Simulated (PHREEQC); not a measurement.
# Alkaline etch or developer: an equilibrium model

Solution (25 °C): 38 mmol/kgw KOH, 0.76 mmol/kgw CO2 and 7.8 mmol/kgw K2CO3. Closed to the air; pH follows from the charge balance.

The numbers come from PHREEQC with the ion-association model, phreeqc.dat.

Each row changes one thing in this solution. Precipitation was switched off in this run.

```csv
case,pH,ionic strength (mol/kgw),HCO3- (mol/kgw)
as made,12.46,0.0621,3.44e-5
CO2 from 0.00076 to 0.000684 mol/kgw,12.46,0.0621,3.39e-5
KOH replaced by KNO3 at the same molality,10.58,0.0602,0.00200
0.00065 mol/kgw NaHCO3 added,12.45,0.0633,___
K2CO3 left out,___,0.0388,3.23e-6
KOH left out,10.65,___,0.00205
```

Task: Some entries are withheld; supply them.

Result: 
- 0.00065 mol/kgw NaHCO3 added, HCO3- (mol/kgw): 3.73e-5
- K2CO3 left out, pH: 12.48
- KOH left out, ionic strength (mol/kgw): 0.0221

Complexes and solids missing from the database can't appear.
